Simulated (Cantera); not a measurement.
## Nb + O₂ + H₂ (tantalum, niobium, vanadium and zirconium in process gases)

A closed system holds: 1 mol Nb, 0.14 mol O₂, 32 mol H₂.

Method: chemical equilibrium by Gibbs-energy minimisation in Cantera with the NASA 1993 tables (ideal gas, pure condensed phases). Candidate condensed phases: H₂O, Nb, NbO, NbO₂, Nb₂O₅; 12 gas species. Mutual solubility and eutectic melting of coexisting phases are not modelled. NbO: taken at fixed stoichiometry. Condensed phases not in the tables: N, O or C dissolved in the metal. Rates play no part.

Stable condensed phases:

```
T in K \ P in Pa
            0.10     1.5      22     320    4600   68000 1000000
   2023        A       A       A       B       B       B       B
   1973        A       A       B       B       B       B       B
   1923        A       A       B       B       B       B       B
   1873        A       B       B       B       B       B       B
   1823        A       B       B       B       B       B       B
   1773        A       B       B       B       B       B       B
   1723        B       B       B       B       B       B       B
   1673        B       B       B       B       B       B       B
   1623        B       B       B       B       B       B       B
   1573        B       B       B       B       B       B       B
   1523        B       B       B       B       B       B       B
```

A: Nb; B: Nb + NbO.
